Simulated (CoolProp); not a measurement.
Vapour pressure (MPa) of C2F6 (R116): the reference equation beside estimates from Tc = 293.0 K, pc = 3.048 MPa, ω = 0.257. Clausius-Clapeyron is anchored at 190.5 K with a constant enthalpy of vaporisation of 16.41 kJ/mol.

Computed with CoolProp (reference Helmholtz-energy equation of state, Lemmon 2006). It is a short technical equation, of lower accuracy than the large ones.

```csv
T (K),reference,Lee-Kesler,Clausius-Clapeyron,van der Waals,Redlich-Kwong,Soave-Redlich-Kwong,Peng-Robinson
190.5,0.07877,0.07810,0.07877,0.4144,0.1382,0.07826,0.07879
194.8,0.09993,0.09937,0.09901,0.4670,0.1697,0.09945,0.09978
199,0.1246,0.1242,0.1226,0.5225,0.2053,0.1242,0.1243
203.3,0.1546,0.1544,0.1512,0.5837,0.2471,0.1544,0.1540
207.5,0.1889,0.1891,0.1841,0.6478,0.2935,0.1890,0.1881
211.8,0.2298,0.2304,0.2233,0.7180,0.3472,0.2303,0.2287
216,0.2760,0.2769,0.2677,0.7912,0.4062,0.2769,0.2746
220.2,0.3288,0.3303,0.3187,0.8690,0.4719,0.3305,0.3273
224.5,0.3904,0.3924,0.3784,0.9536,0.5465,0.3931,0.3888
228.7,0.4587,0.4611,0.4447,1.041,0.6270,0.4625,0.4570
```

Absolute difference from the reference over all 10 rows, mean and median: Lee-Kesler 0.4 and 0.4 %, Clausius-Clapeyron 2.2 and 2.7 %, van der Waals 246.8 and 227.7 %, Redlich-Kwong 54.4 and 53.2 %, Soave-Redlich-Kwong 0.4 and 0.4 %, Peng-Robinson 0.3 and 0.4 %.
